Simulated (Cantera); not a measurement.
# Silicon carbide growth: Si(CH₃)₄ + CH₄ + H₂

Charge: 1 mol Si(CH₃)₄, 0.011 mol CH₄, 5.5 mol H₂, held at 8.40 mbar.

Cantera equilibrium calculation (NASA polynomials, part measured and part estimated; ideal gas, pure solids and liquids). Candidate condensed phases: C, C₆H₆, C₇H₈, C₈H₁₈, Si, SiC; 87 gas species. Gases not in the tables: Si₂H₆ and higher silanes. The numbers say what is thermodynamically allowed, not how fast it happens.

| T (°C) | log p H₂ | log p H | log p Si | log p SiC₂ | n C(graphite) | n SiC(s) |
|---|---|---|---|---|---|---|
| 1025 | -2.08 | -7.01 | -12.92 | <-14 | 3.01 | 1.00 |
| 1125 | -2.08 | -6.36 | -11.43 | <-14 | 3.01 | 1.00 |
| 1225 | -2.08 | -5.80 | -10.14 | -12.90 | 3.01 | 1.00 |
| 1325 | -2.08 | -5.31 | -9.01 | -11.43 | 3.01 | 1.000 |
| 1425 | -2.08 | -4.88 | -8.02 | -10.13 | 3.01 | 1.000 |
| 1525 | -2.08 | -4.49 | -7.13 | -8.97 | 3.01 | 1.000 |
| 1625 | -2.08 | -4.15 | -6.34 | -7.95 | 3.00 | 0.999 |
| 1725 | -2.08 | -3.84 | -5.64 | -7.02 | 3.00 | 0.996 |
| 1825 | -2.09 | -3.56 | -5.00 | -6.19 | 2.99 | 0.983 |
| 1925 | -2.11 | -3.31 | -4.41 | -5.43 | 3.01 | 0.931 |
| 2025 | -2.13 | -3.08 | -3.88 | -4.75 | 3.11 | 0.742 |
| 2125 | -2.18 | -2.89 | -3.40 | -4.12 | 3.47 | 0.0811 |
| 2225 | -2.23 | -2.72 | -3.37 | -3.96 | 3.38 | 0 |
| 2325 | -2.30 | -2.57 | -3.40 | -3.87 | 3.19 | 0 |
log p: log10 of the partial pressure in bar; n: condensed amount in mol.

From 1025 °C to 2125 °C the condensed part is C(graphite) + SiC(s). From 2225 °C to 2325 °C the condensed part is C(graphite).
